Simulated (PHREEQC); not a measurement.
PHREEQC input (ion-association model, wateq4f.dat):

```
SOLUTION_MASTER_SPECIES
  An  An-  0  An  62.0  # stands for a non-complexing anion
SOLUTION_SPECIES
  An- = An-
    -log_k 0
    -gamma 3.0 0
PHASES
  Fix_H+
    H+ = H+
    -log_k 0
SOLUTION 1
  temp 25
  units mmol/kgw
  pH 7 charge
  Cl 0.5832
  Sr 0.0016
  Ni 0.29
  Na 10
  An 10
END
SELECTED_OUTPUT 1
  -reset false
  -pH true
  -pe true
  -ionic_strength true
  -water true
  -totals Cl Na Ni Sr
  -molalities Hfo_wOH Hfo_wOH2+ Hfo_wO- Hfo_sOH Hfo_sOH2+ Hfo_sO- Hfo_sONi+ Hfo_wONi+ Hfo_sOHSr+2 Hfo_wOSr+
    Hfo_wOSrOH
  -saturation_indices Ni(OH)2 Halite
USER_PUNCH 1
  -headings sigma psi
  10 PUNCH EDL("sigma", "Hfo"), EDL("psi", "Hfo")
PRINT
  -reset false
USE solution 1
SURFACE 1
  Hfo_wOH 0.000173034 600 0.077
  Hfo_sOH 4.32584e-06
EQUILIBRIUM_PHASES 1
  Fix_H+ -3 HAn 10
    -force_equality true
  O2(g) -0.68 10
END
# ... the last block is repeated for the other 12 points of pH, with NaOH or the acid as the point needs
```

Selected output (columns that matter, 13 of 13 rows; pH added in front):

```
pH	mu	Na	Ni	Sr	m_Hfo_wOH	m_Hfo_wOH2+	m_Hfo_wO-	m_Hfo_sOH	m_Hfo_sOH2+	m_Hfo_sO-	si_Ni(OH)2	si_Halite	sigma	psi
3	0.012055	0.01	0.00029	1.6e-06	2.0203e-05	0.00015277	6.1207e-08	5.0507e-07	3.8192e-06	1.5302e-09	-8.5328	-6.914	0.32692	0.2018
3.67	0.011171	0.01	0.00029	1.6e-06	5.1e-05	0.00012154	4.9023e-07	1.2745e-06	3.0375e-06	1.2251e-08	-7.1865	-6.9108	0.25916	0.19183
4.33	0.010969	0.01	0.00028998	1.6e-06	8.4168e-05	8.7e-05	1.8654e-06	2.0933e-06	2.1637e-06	4.6393e-08	-5.8651	-6.91	0.18228	0.17425
5	0.010912	0.01	0.00028967	1.6e-06	0.00010952	5.8829e-05	4.6706e-06	2.5423e-06	1.3657e-06	1.0842e-07	-4.5251	-6.9098	0.11642	0.15143
5.67	0.010886	0.01	0.00028745	1.6e-06	0.00012436	3.9425e-05	8.9867e-06	1.4667e-06	4.6498e-07	1.0599e-07	-3.1883	-6.9097	0.069648	0.12535
6.33	0.010861	0.01	0.00028238	1.6e-06	0.00012881	2.6112e-05	1.4556e-05	1.9848e-07	4.0235e-08	2.243e-08	-1.8759	-6.9096	0.040094	0.097791
7	0.010837	0.010049	0.000259	1.6e-06	0.0001088	9.7681e-06	2.7763e-05	2.3603e-08	2.119e-09	6.0226e-09	-0.5736	-6.9074	0.027147	0.079081
7.67	0.010801	0.010122	0.00022361	1.6e-06	5.412e-05	1.206e-06	5.5637e-05	5.0757e-09	1.1311e-10	5.218e-09	0.7012	-6.9041	0.024959	0.075247
8.33	0.01078	0.010168	0.00020391	1.5999e-06	1.663e-05	8.4988e-08	7.4545e-05	1.1849e-09	6.0556e-12	5.3115e-09	1.9729	-6.902	0.024287	0.074036
9	0.01076	0.010224	0.00019783	1.5999e-06	4.1603e-06	4.8938e-09	8.1021e-05	2.7599e-10	3.2465e-13	5.3749e-09	3.2438	-6.8996	0.023279	0.072139
9.67	0.010704	0.010464	0.00019777	1.5997e-06	1.442e-06	5.6927e-10	8.3679e-05	9.5592e-11	3.7738e-14	5.5472e-09	4.1784	-6.8892	0.017854	0.060555
10.33	0.010862	0.01083	0.00020022	1.5963e-06	1.1533e-06	3.5263e-10	8.6416e-05	7.8643e-11	2.4045e-14	5.8925e-09	4.3741	-6.8748	0.0070191	0.028078
11	0.011813	0.011808	0.00020313	1.4948e-06	1.4393e-06	5.3363e-10	8.8934e-05	1.0159e-10	3.7664e-14	6.277e-09	4.1791	-6.8407	-0.004168	-0.01651
```

Along this series the solution becomes supersaturated in solids that the run did not let form, among them Ni(OH)2. The oxide is taken as insoluble; below pH 4 it would dissolve.
